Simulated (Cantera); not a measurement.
A closed system holds: 1 mol PbO, 6 mol CH4, 0.12 mol N2, equilibrated at 10.0 mbar.

Equilibrium computed with Cantera from the NASA thermochemical tables; the gas is ideal and each condensed phase is pure. Candidate condensed phases: C, C6H6, C7H8, C8H18, H2O, Pb, PbO, PbO2, Pb3O4; 139 gas species. Rates play no part.

x: gas mole fraction; n: condensed amount in mol.

| T (°C) | x H2 | x CO | x Pb | x N2 | x H | x CH4 | n C(graphite) | n Pb(l) |
|---|---|---|---|---|---|---|---|---|
| 802 | 0.907 | 0.0756 | 0.00759 | 0.00908 | 1.40e-7 | ? | 5.00 | 0.900 |
| 877 | 0.888 | 0.0740 | 0.0290 | 0.00888 | 7.03e-7 | ? | 5.00 | 0.609 |
| 952 | 0.850 | 0.0708 | 0.0708 | 0.00850 | 2.87e-6 | ? | 5.00 | 0 |
| 1027 | 0.850 | 0.0708 | 0.0708 | 0.00849 | 1.02e-5 | ? | 5.00 | 0 |
| 1102 | 0.850 | 0.0708 | 0.0708 | 0.00848 | 3.16e-5 | ? | 5.00 | 0 |
| 1177 | 0.850 | 0.0708 | 0.0708 | 0.00847 | 8.72e-5 | ? | 5.00 | 0 |
| 1252 | 0.850 | 0.0708 | 0.0708 | 0.00844 | 0.000218 | ? | 5.00 | 0 |
| 1327 | 0.849 | 0.0708 | 0.0708 | 0.00841 | 0.000501 | ? | 5.00 | 0 |
| 1402 | 0.849 | 0.0708 | 0.0708 | 0.00836 | 0.00107 | ? | 4.99 | 0 |

Question: Some entries are withheld; supply them.

Answer: 
- 802, x CH4: 0.000371
- 877, x CH4: 0.000185
- 952, x CH4: 9.48e-5
- 1027, x CH4: 5.68e-5
- 1102, x CH4: 3.59e-5
- 1177, x CH4: 2.38e-5
- 1252, x CH4: 1.65e-5
- 1327, x CH4: 1.18e-5
- 1402, x CH4: 8.68e-6
